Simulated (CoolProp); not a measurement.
Properties of CH3F (R41) along the isotherm 151.85 °C.

The numbers come from the reference Helmholtz-energy equation of state, Lemmon 2006 in CoolProp. It is a short technical equation, of lower accuracy than the large ones.

```
p (MPa)  phase  density (kg/m³)  cv (kJ/(kg K))  isothermal compressibility (1/MPa)
-------  -----  ---------------  --------------  ----------------------------------
0.197      gas            1.907           1.109                               5.101
0.394      gas            3.832           1.111                               2.563
0.591      gas            5.777           1.114                               1.717
0.787      gas            7.732           1.116                               1.296
0.984      gas            9.715           1.119                               1.042
1.18       gas            11.71           1.121                              0.8730
1.38       gas            13.76           1.124                              0.7503
1.57       gas            15.74           1.126                              0.6627
1.77       gas            17.83           1.129                              0.5908
1.97       gas            19.95           1.132                              0.5336
2.17       gas            22.09           1.134                              0.4869
2.36       gas            24.14           1.137                              0.4499
2.56       gas            26.33           1.139                              0.4168
2.76       gas            28.53           1.142                              0.3886
2.95       gas            30.65           1.145                              0.3654
```
